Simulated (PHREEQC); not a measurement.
Solution (20 °C): 7.1 mmol/kgw CaSO4, 3.2 mmol/kgw Na2SO4 and 130 mmol/kgw NaCl. Closed to the air; pH follows from the charge balance.

Equilibrium calculation in PHREEQC: ion-association model, phreeqc.dat.

This is a speciation only: nothing precipitates in the calculation.

Estimate the specific conductance, density.

specific conductance 13100 µS/cm; density 1.005 g/cm³.

In which forms is Ca present?

Ca+2 88 %, CaSO4 12 % of the Ca.
